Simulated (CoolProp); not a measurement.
Model: reference Helmholtz-energy equation of state, Gao 2020, in CoolProp.

Problem. For ammonia, give the phase and the density (kg/m³), isothermal compressibility (1/MPa), fugacity coefficient at 346.3 K and 3.16 MPa; 346.3 K and 18.9 MPa.

Solution. 
- 346.3 K and 3.16 MPa: gas; density 24.1, isothermal compressibility 0.435, fugacity coefficient 0.818
- 346.3 K and 18.9 MPa: liquid; density 547, isothermal compressibility 0.00261, fugacity coefficient 0.177
